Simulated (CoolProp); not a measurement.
100 sccm (0 °C, 1 atm) of nitrogen bubbles through liquid water at 286.2 K and leaves saturated at a total pressure of 0.0423 MPa (ideal gas phase). Each further row changes one setting.

The numbers come from the reference Helmholtz-energy equation of state, Wagner 2002 in CoolProp.

```
case                       vapour pressure (kPa)  mole fraction of vapour  delivery (mg/min)  delivery (sccm)  change of delivery for a bath 1 K warmer (%)
-------------------------  ---------------------  -----------------------  -----------------  ---------------  --------------------------------------------
as stated                                   1.50                   0.0355                ___             3.68                                           ___
bath temperature 291.2 K                     ___                      ___                ___             5.15                                           ___
total pressure 0.0846 MPa                   1.50                      ___                ___             1.81                                           6.9
```

Q: Fill in the missing entries.

A: 
- as stated, delivery (mg/min): 2.96
- as stated, change of delivery for a bath 1 K warmer (%): 7.0
- bath temperature 291.2 K, vapour pressure (kPa): 2.07
- bath temperature 291.2 K, mole fraction of vapour: 0.0490
- bath temperature 291.2 K, delivery (mg/min): 4.14
- bath temperature 291.2 K, change of delivery for a bath 1 K warmer (%): 6.8
- total pressure 0.0846 MPa, mole fraction of vapour: 0.0178
- total pressure 0.0846 MPa, delivery (mg/min): 1.45
